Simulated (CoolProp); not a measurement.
Octamethylcyclotetrasiloxane (D4) along the isobar 11.1 bar: Z from the reference equation and from simpler models built on Tc = 586.5 K, pc = 13.47 bar, ω = 0.598; each cubic takes its own stable root.

Model: reference Helmholtz-energy equation of state, Thol 2015, in CoolProp.

```
T (K)   phase  reference  van der Waals  Soave-Redlich-Kwong  Peng-Robinson
-----  ------  ---------  -------------  -------------------  -------------
408.1  liquid     0.1178         0.2016                  [?]         0.1146
413.6  liquid     0.1172         0.2004               0.1286         0.1140
419.2  liquid     0.1167         0.1992               0.1279         0.1134
424.7  liquid     0.1162            [?]               0.1274         0.1128
430.2  liquid     0.1157            [?]               0.1268            [?]
435.7  liquid        [?]            [?]               0.1264         0.1119
441.3  liquid     0.1149         0.1955               0.1260            [?]
446.8  liquid     0.1146         0.1947               0.1257         0.1112
452.3  liquid     0.1143         0.1941               0.1254         0.1110
457.9  liquid     0.1140         0.1936               0.1253         0.1108
463.4  liquid     0.1139         0.1931               0.1252         0.1107
468.9  liquid     0.1137         0.1928               0.1252         0.1107
474.5  liquid     0.1136         0.1926               0.1253         0.1108
480    liquid     0.1136         0.1925               0.1255         0.1109
```

Question: Some entries are withheld; supply them.

Answer: 
- 408.1, Soave-Redlich-Kwong: 0.1293
- 424.7, van der Waals: 0.1981
- 430.2, van der Waals: 0.1972
- 430.2, Peng-Robinson: 0.1123
- 435.7, reference: 0.1153
- 435.7, van der Waals: 0.1963
- 441.3, Peng-Robinson: 0.1115
